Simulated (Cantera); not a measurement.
Input (Python, Cantera):

```python
import numpy as np
import cantera as ct

gas = ct.Solution("gri30.yaml")


def delay(T, t_max=10):
    gas.TPX = T, 440000, {'CH4': 1, 'CO': 0.087, 'O2': 2.04, 'N2': 7.68}
    reactor = ct.IdealGasConstPressureReactor(gas, clone=False)
    net = ct.ReactorNet([reactor])
    net.rtol, net.atol = 1e-8, 1e-16
    while net.time < t_max:
        t_old, T_old = net.time, reactor.T
        net.step()
        if reactor.T > T + 400:  # ignition: a rise of 400 K
            return t_old + (T + 400 - T_old) / (reactor.T - T_old) * (net.time - t_old)
    return np.nan


taus = []
for T in [1100, 1200, 1300, 1400, 1500, 1600]:
    taus.append(delay(T))
    print(f"T0 = {T:6g} K   tau = {taus[-1]:.4e} s")
```

It prints:

```
T0 =   1100 K   tau = 5.2025e-02 s
T0 =   1200 K   tau = 1.2556e-02 s
T0 =   1300 K   tau = 3.4995e-03 s
T0 =   1400 K   tau = 1.0972e-03 s
T0 =   1500 K   tau = 3.8192e-04 s
T0 =   1600 K   tau = 1.4791e-04 s
```

Detailed kinetics in Cantera: GRI-Mech 3.0 (53 species, 325 reactions).
